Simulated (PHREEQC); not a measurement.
## Copper plating or etch bath: an equilibrium model

Dissolve 0.02 mol/kgw Cu(BF4)2 and 0.009 mol/kgw HNO3 at 25 °C. Closed to the air; pH follows from the charge balance.

Equilibrium calculation in PHREEQC: ion-association model, phreeqc.dat.

No solid was allowed to form.

Problem. What pH, ionic strength does the model give?

Solution. pH 2.15; ionic strength 0.0682 mol/kgw.

Problem. In which forms is F present?

Solution. BF4- 91 %, HF 4.7 %, BF3OH- 3.3 %, F- 0.6 % of the F.

Real BF4- forms and hydrolyses slowly; the run takes it at equilibrium.
